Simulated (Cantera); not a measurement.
A freely propagating, adiabatic, planar premixed flame of H2 : O2 : N2 = 1 : 0.179 : 0.671 (molar parts), unburnt at 423 K and 1.00 atm; mixture-averaged transport, grid criteria slope 0.08 and curve 0.16, no radiation.

Computed with Cantera and the H2/O2 subset of GRI-Mech 3.0, which has no nitrogen chemistry. Burning velocities carry a grid error of a few per cent, more on coarse grids.

Task: What does this change do: N2 0.671 to 0.87 parts?

Result: 
```csv
quantity,before,after
laminar burning velocity,432 cm/s,340 cm/s
thermal thickness,0.412 mm,0.427 mm
peak x(OH),0.00127,0.000881
peak x(O),0.00147,0.00107
peak x(H2O2),3.46e-5,3.33e-5
```

Task: What does this change do: inlet temperature 423 to 500 K?

Result: 
| quantity | before | after |
|---|---|---|
| laminar burning velocity | 432 cm/s | 579 cm/s |
| thermal thickness | 0.412 mm | 0.439 mm |
| peak x(OH) | 0.00127 | 0.00148 |
| peak x(O) | 0.00147 | 0.00171 |
| peak x(H2O2) | 3.46e-5 | 1.74e-5 |
